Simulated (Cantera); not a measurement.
A Cantera script and its output.

```python
import numpy as np
import cantera as ct

gas = ct.Solution("gri30.yaml")
gas.TPX = 1175, 1333, {'H2': 0.0088, 'O2': 1, 'N2': 3.7}
inlet = ct.Reservoir(gas, clone=True)

reactor = ct.IdealGasConstPressureReactor(gas, energy="off", clone=False)
exhaust = ct.Reservoir(gas, clone=True)
tau = [3.5, 1.4, 0.59, 0.25, 0.1, 0.042, 0.017, 0.0072][0]
for a, b in ((inlet, reactor), (reactor, exhaust)):
    ct.MassFlowController(a, b, mdot=lambda t: reactor.mass / tau)
net = ct.ReactorNet([reactor])
show = ['H2', 'O2', 'NO', 'NO2', 'H', 'HO2', 'H2O2']

rows = []
print(f"{'tau/s':>10s}{'T/K':>9s}" + "".join(f"{s:>11s}" for s in show))
for tau in [3.5, 1.4, 0.59, 0.25, 0.1, 0.042, 0.017, 0.0072]:
    net.initial_time = 0.0
    net.advance(30 * tau)
    before = gas.X
    net.advance(40 * tau)
    drift = np.max(np.abs(gas.X - before) / (gas.X + 1e-9))
    rows.append([gas.T, *gas[show].X, drift])
    print(f"{tau:10.3e}{gas.T:9.1f}" + "".join(f"{x:11.3e}" for x in gas[show].X))
```

Output:

```
     tau/s      T/K         H2         O2         NO        NO2          H        HO2       H2O2
 3.500e+00   1175.0  1.200e-05  2.113e-01  1.543e-08  2.833e-12  1.231e-05  1.207e-07  2.912e-09
 1.400e+00   1175.0  2.064e-05  2.112e-01  1.059e-08  1.593e-12  2.453e-05  1.556e-07  3.545e-09
 5.900e-01   1175.0  3.584e-05  2.111e-01  7.127e-09  9.096e-13  4.213e-05  1.917e-07  4.317e-09
 2.500e-01   1175.0  6.541e-05  2.109e-01  4.378e-09  4.879e-13  6.433e-05  2.307e-07  5.510e-09
 1.000e-01   1175.0  1.312e-04  2.109e-01  2.278e-09  2.256e-13  9.009e-05  2.766e-07  7.665e-09
 4.200e-02   1175.0  2.608e-04  2.110e-01  1.045e-09  9.537e-14  1.103e-04  3.204e-07  1.076e-08
 1.700e-02   1175.0  5.332e-04  2.112e-01  3.416e-10  3.069e-14  1.123e-04  3.520e-07  1.402e-08
 7.200e-03   1175.0  1.024e-03  2.116e-01  5.831e-11  6.095e-15  7.541e-05  3.391e-07  1.249e-08
```

Cantera simulation using GRI-Mech 3.0 (53 species, 325 reactions); the numbers are that mechanism's predictions, not measurements. Radical loss at walls, strong at low pressure, is not modelled.
